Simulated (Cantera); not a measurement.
## Ignition delay

Mixture: CH₄ : O₂ : N₂ = 1 : 3.7 : 16.7 (molar parts), equivalence ratio 0.54, at 6.60 bar, adiabatic and at constant volume. Ignition delay is the time to a rise of 400 K.

Detailed kinetics in Cantera: GRI-Mech 3.0 (53 species, 325 reactions).

```json
[
 {"T0 (K)": "1248", "delay (ms)": "3.50"},
 {"T0 (K)": "1348", "delay (ms)": "1.10"},
 {"T0 (K)": "1448", "delay (ms)": "0.388"},
 {"T0 (K)": "1548", "delay (ms)": "0.152"},
 {"T0 (K)": "1648", "delay (ms)": "0.0656"},
 {"T0 (K)": "1748", "delay (ms)": "0.0315"}
]
```

The apparent activation energy between 1548 and 1748 K is 180 kJ/mol.
